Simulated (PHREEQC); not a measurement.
Consider water at 25 °C with 0.023 mol/kgw HNO3, 0.044 mol/kgw FeCl3 and 0.024 mol/kgw MgCl2. Closed to the air; pH follows from the charge balance.

The numbers come from PHREEQC with the ion-association model, phreeqc.dat.

### Question
The ionic strength comes out as 0.274 mol/kgw. What activity coefficients do NO3-, Fe3(OH)4+5, Fe2(OH)2+4, Mg+2, H+ get?

### Answer
NO3- 0.67, Fe3(OH)4+5 0.00046, Fe2(OH)2+4 0.0074, Mg+2 0.32, H+ 0.79.

No solid was allowed to form. Saturation is exceeded, for instance for Hematite (slow to form), Goethite (slow to form); the values hold only as long as no solid forms. Species that the database lacks are ignored.
